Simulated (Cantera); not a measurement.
Input (Python, Cantera) and output of one run.

```python
import numpy as np
import cantera as ct

gas_names = [...]  # 136 gases of nasa_gas.yaml made of C, H, N, O
cond_names = """
    C(gr) C6H6(L) C7H8(L) C8H18(L),n-octa H2O(s) H2O(L)
""".split()


# ... load() reads the species with a 1 bar reference pressure and builds the phases ...
atoms = {
    'CO': {'C': 1, 'O': 1},
    'NH3': {'N': 1, 'H': 3},
    'N2': {'N': 2},
}
top_T = {'C(gr)': 4500}  # K; cautious upper limits of use, not melting points


# ... equilibrate(T, P, feed) seeds the gas with the atoms and calls Mixture.equilibrate('TP', solver="vcs", rtol=1e-11, max_steps=5000) ...
results = []
feed = {'CO': 1, 'NH3': 0.48, 'N2': 23}  # mol
P = 2700000  # Pa
for T in [850, 950, 1050, 1150, 1250, 1350, 1450]:
    mix = equilibrate(T, P, feed)
    results.append((T, P, feed, dict(zip(mix.species_names, mix.species_moles))))

top = {s: max(r[3][s] / sum(r[3][g] for g in gas_names) for r in results) for s in gas_names}
cols = sorted((s for s in top if top[s] > 0.001), key=lambda s: -top[s])[:8]
seen = [c for c in cond_names if any(r[3].get(c, 0) > 1e-12 for r in results)]
print("log10 of partial pressures in bar; condensed amounts in mol")
print(f"{'T/K':>10s}" + "".join(f"{s[:9]:>10s}" for s in cols + seen))
for T, P, feed, n in results:
    ng = sum(n[g] for g in gas_names)
    print(f"{T:10.4g}" + "".join(f"{np.log10(max(n[s] / ng * P / 1e5, 1e-99)):10.3f}" for s in cols)
          + "".join(f"{n.get(c, 0):10.4g}" for c in seen))
```

Output:

```
log10 of partial pressures in bar; condensed amounts in mol
       T/K        N2        CO        H2       CO2       H2O       CH4     C(gr)
       850     1.412    -0.901    -0.463    -0.469    -0.516    -1.132    0.5144
       950     1.408    -0.405    -0.289    -0.586    -0.724    -1.355    0.3669
      1050     1.404    -0.121    -0.189    -0.912    -1.051    -1.620    0.1718
      1150     1.402    -0.010    -0.141    -1.424    -1.480    -1.913   0.05376
      1250     1.401     0.021    -0.123    -1.974    -1.924    -2.204   0.01451
      1350     1.401     0.030    -0.116    -2.476    -2.328    -2.470  0.002964
      1450     1.400     0.032    -0.113    -2.813    -2.582    -2.808         0
```

Equilibrium computed with Cantera from the NASA thermochemical tables; the gas is ideal and each condensed phase is pure.
